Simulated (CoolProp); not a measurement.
The fluid at 293.15 K and 0.446 MPa is throttled through a valve to 0.0149 MPa with no heat exchange. The same conditions are run with several fluids, on thermodynamics alone (safety and materials aside).

Values from CoolProp's reference Helmholtz-energy equation of state of each fluid (tetrahydrofuran: Fiedler 2023; R142b: Lemmon 2006; R123: Younglove 1994; R1336mzz(E): Akasaka 2023; dimethyl carbonate: Zhou 2011).

```
fluid               temperature change (K)                       final phase  final density (kg/m³)
------------------  ----------------------  --------------------------------  ---------------------
tetrahydrofuran                       -3.2  two-phase, vapour fraction 0.013                   33.7
R142b                                -68.3  two-phase, vapour fraction 0.343                   2.36
R123                                 -36.0  two-phase, vapour fraction 0.191                   5.62
R1336mzz(E)                          -51.3  two-phase, vapour fraction 0.361                   3.41
dimethyl carbonate                    +0.1                            liquid                   1070
```
